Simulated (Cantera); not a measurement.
Mixture: H2 : O2 : N2 = 1 : 0.847 : 3.19 (molar parts), equivalence ratio 0.59, at 1000000 Pa, adiabatic and at constant volume. Ignition delay is the time to a rise of 400 K.

Detailed kinetics in Cantera: the H2/O2 subset of GRI-Mech 3.0, which has no nitrogen chemistry. The hydrogen kinetics of GRI-Mech 3.0 are dated; newer H2 mechanisms differ, most at raised pressure. Below about 950 K walls govern HO2 and H2O2 in real vessels.

### Question
What does this change do: pressure from 1000000 Pa to 3900000 Pa?

### Answer
```json
[
 {"quantity": "delay at 898 K", "before": "0.143 s", "after": "61.9 ms"},
 {"quantity": "delay at 1048 K", "before": "3.43 ms", "after": "1.89 ms"},
 {"quantity": "delay at 1198 K", "before": "70.9 µs", "after": "0.130 ms"},
 {"quantity": "delay at 1348 K", "before": "3.26 µs", "after": "11.5 µs"},
 {"quantity": "delay at 1498 K", "before": "1.50 µs", "after": "0.867 µs"}
]
```
The pressure lies above the range GRI-Mech 3.0 was tuned for (to about 10 atm).
